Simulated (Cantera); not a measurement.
Charge: 1 mol PbO, 0.26 mol H₂, equilibrated at 1423 K and 43.0 Pa.

These are equilibrium values from Cantera (NASA tables, ideal gas, pure condensed phases), not measurements of a reactor. Gases not in the tables: (PbO)n polymers. Equilibrium is a limit: real reactors are often held back by kinetics, nucleation or transport.

```json
[
 {"species": "PbO", "before": "0.463", "after": "0.566"},
 {"species": "Pb", "before": "0.292", "after": "0.261"},
 {"species": "O₂", "before": "0.0478", "after": "0.0892"},
 {"species": "H₂O", "before": "0.196", "after": "0.0827"},
 {"species": "H₂", "before": "2.77e-5", "after": "8.53e-6"},
 {"species": "O", "before": "1.42e-5", "after": "1.94e-5"},
 {"species": "OH", "before": "0.000259", "after": "0.000197"}
]
```
Gas species are given as mole fractions.

What was changed between the two runs?
A. temperature from 1423 K to 623.15 K
B. pressure from 43.0 Pa to 6.40 bar
C. temperature from 1423 K to 1100 K
D. H₂ from 0.26 to 0.1 mol

D, H₂ from 0.26 to 0.1 mol
